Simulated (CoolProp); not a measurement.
A closed Brayton cycle with carbon dioxide: compressor inlet 332.15 K and 8.7 MPa, high pressure 23.6 MPa, turbine inlet 910 K, compressor efficiency 0.89, turbine efficiency 0.85, recuperator effectiveness 0.9 (on enthalpy, no pinch check). Each further row changes one setting.

The numbers come from the reference Helmholtz-energy equation of state, Span 1996 in CoolProp.

| case | thermal efficiency (%) | net work (kJ/kg) | compressor to turbine work | compressor exit (K) | turbine exit (K) |
|---|---|---|---|---|---|
| as stated | 33.7 | 85.7 | 0.38 | 416.9 | 789.9 |
| turbine inlet 860 K | 32.1 | 77.4 | 0.40 | 416.9 | 744.0 |
| compressor inlet 342.15 K | 32.7 | 80.0 | 0.42 | 432.1 | 789.9 |
| high pressure 20.1 MPa | 32.5 | 74.7 | 0.36 | 402.9 | 808.6 |
| recuperator effectiveness 0.5 | 20.0 | 85.7 | 0.38 | 416.9 | 789.9 |
